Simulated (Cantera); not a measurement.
What does this Cantera script print?

```python
import numpy as np
import cantera as ct

gas = ct.Solution("gri30.yaml")


def delay(T, t_max=10):
    gas.TPX = T, 101325, {'CO': 1, 'H2': 0.34, 'O2': 1.49, 'N2': 6.25, 'H2O': 0.92}
    reactor = ct.IdealGasConstPressureReactor(gas, clone=False)
    net = ct.ReactorNet([reactor])
    net.rtol, net.atol = 1e-8, 1e-16
    while net.time < t_max:
        t_old, T_old = net.time, reactor.T
        net.step()
        if reactor.T > T + 400:  # ignition: a rise of 400 K
            return t_old + (T + 400 - T_old) / (reactor.T - T_old) * (net.time - t_old)
    return np.nan


taus = []
for T in [948, 998, 1048, 1098, 1148, 1198]:
    taus.append(delay(T))
    print(f"T0 = {T:6g} K   tau = {taus[-1]:.4e} s")
```

It prints:

```
T0 =    948 K   tau = 4.1154e-02 s
T0 =    998 K   tau = 4.2939e-03 s
T0 =   1048 K   tau = 6.6504e-04 s
T0 =   1098 K   tau = 3.0148e-04 s
T0 =   1148 K   tau = 1.9418e-04 s
T0 =   1198 K   tau = 1.4449e-04 s
```

Computed with Cantera and GRI-Mech 3.0 (53 species, 325 reactions). Below about 950 K walls govern HO2 and H2O2 in real vessels.
